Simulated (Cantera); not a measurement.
Input: 1 mol Si₂Cl₆, a varied amount of NH₃, 0.2 mol H₂, held at 0.180 bar.

Cantera equilibrium calculation (NASA polynomials, part measured and part estimated; ideal gas, pure solids and liquids). Candidate condensed phases: NH₄Cl, Si, Si₃N₄; 28 gas species. The feed counts by its element totals alone. Mutual solubility and eutectic melting of coexisting phases are not modelled. The tables' values for SiCl₃ are old estimates. Equilibrium is a limit: real reactors are often held back by kinetics, nucleation or transport.

What condenses at these points (T in K, n(NH₃) in mol): (950, 1.8); (1350, 0.54); (1450, 0.41); (850, 0.41); (1750, 1.3); (1450, 2.4)?


```tsv
T (K)	n(NH₃) in mol	condensed phases	Si condensed (%)
950	1.8	Si₃N₄	48.6
1350	0.54	Si₃N₄	20.2
1450	0.41	Si₃N₄	15.2
850	0.41	Si + Si₃N₄	22.6
1750	1.3	gas only	0.0
1450	2.4	Si₃N₄	55.3
```
